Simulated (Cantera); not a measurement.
# Chemical vapour transport: MgO + HI + H₂

A closed system holds: 1 mol MgO, 0.03 mol HI, 0.17 mol H₂, held at 0.0240 bar.

Cantera equilibrium calculation (NASA polynomials, part measured and part estimated; ideal gas, pure solids and liquids). Candidate condensed phases: H₂O, I₂, Mg, MgI₂, MgO, Mg(OH)₂; 20 gas species. Kinetics and transport are ignored.

```
T (K)  log p H₂  log p HI  log p I  log p H₂O  log p MgI₂  log p I₂  log p H  n MgO(s)
-----  --------  --------  -------  ---------  ----------  --------  -------  --------
923       -1.69     -2.46    -3.97      -4.96       -4.96     -4.76   -10.46     1.000
973       -1.69     -2.48    -3.74      -4.77       -4.77     -4.75    -9.81     1.000
1023      -1.69     -2.49    -3.54      -4.61       -4.61     -4.75    -9.23     1.000
1073      -1.69     -2.52    -3.36      -4.47       -4.47     -4.76    -8.70     1.000
1123      -1.69     -2.55    -3.21      -4.35       -4.35     -4.79    -8.22     1.000
1173      -1.69     -2.59    -3.09      -4.25       -4.25     -4.85    -7.77     1.000
1223      -1.69     -2.64    -2.98      -4.17       -4.17     -4.91    -7.37     0.999
1273      -1.69     -2.69    -2.89      -4.11       -4.11     -5.00    -6.99     0.999
1323      -1.69     -2.75    -2.82      -4.07       -4.07     -5.10    -6.64     0.999
1373      -1.69     -2.81    -2.76      -4.03       -4.04     -5.20    -6.32     0.999
1423      -1.69     -2.88    -2.71      -4.01       -4.01     -5.32    -6.02     0.999
```
log p: log10 of the partial pressure in bar; n: condensed amount in mol.

From 923 K to 1423 K the condensed part is MgO(s). The main Mg-bearing gas is MgI₂ throughout.
